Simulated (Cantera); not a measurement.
A perfectly stirred reactor is fed with CH₄ : O₂ : N₂ = 1 : 4 : 33.2 (molar parts), equivalence ratio 0.50, at 101000 Pa; it is adiabatic with a 625 K inlet, and is followed from long to short residence time, starting on the burning branch (τ in s: 0.11, 0.049, 0.022, 0.0097, 0.0043, 0.0019, 0.00086, 0.00038, 0.00017, 7.6e-05, 3.4e-05, 1.5e-05, 6.7e-06).

Detailed kinetics in Cantera: GRI-Mech 3.0 (53 species, 325 reactions).

Task: What does this change do: inlet temperature 625 to 750 K?

Result: 
| quantity | before | after |
|---|---|---|
| state | not burning at any residence time tried | not reached |
| x(CH₄) at τ = 0.110 s | 0.0262 | 3.94e-5 |
| x(O₂) at τ = 0.110 s | 0.105 | 0.0526 |
| x(H₂O₂) at τ = 0.110 s | <1e-12 | 1.58e-7 |
| x(CO₂) at τ = 0.110 s | <1e-12 | 0.0257 |
| x(O) at τ = 0.110 s | <1e-12 | 4.33e-5 |
| x(CH₄) at τ = 0.860 ms | 0.0262 | 0.0262 |
| x(O₂) at τ = 0.860 ms | 0.105 | 0.105 |
| x(H₂O₂) at τ = 0.860 ms | <1e-12 | <1e-12 |
| x(CO₂) at τ = 0.860 ms | <1e-12 | <1e-12 |
| x(O) at τ = 0.860 ms | <1e-12 | <1e-12 |
| blow-out, bracketed by the residence times tried | not reached | burning at 4.30 ms, out at 1.90 ms |

Task: What does this change do: pressure from 101000 Pa to 1600000 Pa?

Result: 
```csv
quantity,before,after
state,not burning at any residence time tried,not reached
x(CH₄) at τ = 0.110 s,0.0262,0.000657
x(O₂) at τ = 0.110 s,0.105,0.0554
x(H₂O₂) at τ = 0.110 s,<1e-12,1.91e-6
x(CO₂) at τ = 0.110 s,<1e-12,0.0221
x(O) at τ = 0.110 s,<1e-12,1.47e-7
x(CH₄) at τ = 0.860 ms,0.0262,0.0262
x(O₂) at τ = 0.860 ms,0.105,0.105
x(H₂O₂) at τ = 0.860 ms,<1e-12,<1e-12
x(CO₂) at τ = 0.860 ms,<1e-12,<1e-12
x(O) at τ = 0.860 ms,<1e-12,<1e-12
"blow-out, bracketed by the residence times tried",not reached,"burning at 0.110 s, out at 49.0 ms"
```
The pressure lies above the range GRI-Mech 3.0 was tuned for (to about 10 atm).
